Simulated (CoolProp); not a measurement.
Sulfur dioxide along the isobar 3.3 MPa: density (kg/m³) from the reference equation and from simpler models built on Tc = 430.6 K, pc = 7.887 MPa, ω = 0.256; each cubic takes its own stable root.

Model: reference Helmholtz-energy equation of state, Gao 2016, in CoolProp.

| T (K) | phase | reference | van der Waals | Peng-Robinson |
|---|---|---|---|---|
| 347.3 | liquid | 1221 | 723.0 | 1222 |
| 372.7 | liquid | ? | ? | ? |
| 398.1 | gas | 83.31 | 77.63 | 83.65 |
| 423.4 | gas | 72.87 | ? | 73.74 |
| 448.8 | gas | 65.70 | 64.74 | 66.57 |
| 474.2 | gas | 60.26 | 60.03 | ? |
| 499.6 | gas | 55.89 | 56.06 | ? |
| 525 | gas | 52.26 | ? | ? |

Q: Fill in the missing entries.

A: 
- 372.7, reference: 1119
- 372.7, van der Waals: 87.18
- 372.7, Peng-Robinson: 1096
- 423.4, van der Waals: 70.46
- 474.2, Peng-Robinson: 61.03
- 499.6, Peng-Robinson: 56.54
- 525, van der Waals: 52.66
- 525, Peng-Robinson: 52.80

At some of these states van der Waals gives the other phase, because its saturation line lies elsewhere.
